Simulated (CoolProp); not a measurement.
A single-stage vapour-compression cycle with R125: evaporating at 197.15 K (dew point), condensing at 228.15 K (bubble point), superheat 2 K, subcooling 0 K, compressor efficiency 0.9, no pressure losses. Each further row changes one setting.

Computed with CoolProp (reference Helmholtz-energy equation of state, Lemmon 2005).

```tsv
case	cooling COP	pressure ratio	discharge temperature (K)	refrigerating effect (kJ/kg)	volumetric capacity (kJ/m³)
as stated	5.03	5.77	245.4	146	218
evaporating temperature 202.15 K	6.29	4.17	242.1	149	302
condensing temperature 223.15 K	6.14	4.52	238.7	151	227
subcooling 5 K	5.23	5.77	245.4	151	227
superheat 12 K	5.00	5.77	256.1	152	216
compressor efficiency 0.8	4.47	5.77	250.4	146	218
```
